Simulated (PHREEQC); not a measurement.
## Buffer: an equilibrium model

Consider water at 85 °C with 0.17 mol/kgw HF, 0.00059 mol/kgw K2HPO4 and 0.0023 mol/kgw NaCl. Closed to the air; pH follows from the charge balance.

All values are PHREEQC results (ion-association model, wateq4f.dat), not measurements.

Each row changes one thing in this solution. This is a speciation only: nothing precipitates in the calculation.

| case | pH | ionic strength (mol/kgw) | H3PO4 (mol/kgw) | H2PO4- (mol/kgw) | HPO4-2 (mol/kgw) | SI of Halite (NaCl) |
|---|---|---|---|---|---|---|
| as made | 2.18 | 0.0109 | 0.000361 | 0.000229 | 4.04e-9 | -7.08 |
| NaCl from 0.0023 to 0.00345 mol/kgw | 2.18 | 0.0120 | 0.000360 | 0.000230 | 4.12e-9 | -6.73 |
| K2HPO4 from 0.00059 to 0.00118 mol/kgw | 2.21 | 0.0116 | 0.000703 | 0.000477 | 9.04e-9 | -7.08 |
| temperature from 85 to 20 °C | 2.02 | 0.0140 | 0.000318 | 0.000272 | 2.44e-9 | -6.95 |
| K2HPO4 from 0.00059 to 0.00295 mol/kgw | 2.28 | 0.0141 | 0.00162 | 0.00133 | 3.09e-8 | -7.09 |
| HF left out | 8.10 | 0.00402 | 8.12e-11 | 4.16e-5 | 0.000545 | -7.04 |
| diluted 2-fold with water | 2.36 | 0.00646 | 0.000151 | 0.000144 | 3.62e-9 | -7.66 |
| K2HPO4 from 0.00059 to 0.000531 mol/kgw | 2.17 | 0.0108 | 0.000325 | 0.000206 | 3.60e-9 | -7.08 |

Complexes and solids missing from the database can't appear. wateq4f.dat counts part of the HF as a dimer, H2F2, which phreeqc.dat doesn't know; its constant is uncertain. H3PO4, which wateq4f.dat lacks, is added to it with the constant of phreeqc.dat. Constants without temperature data keep their 25 °C values here.
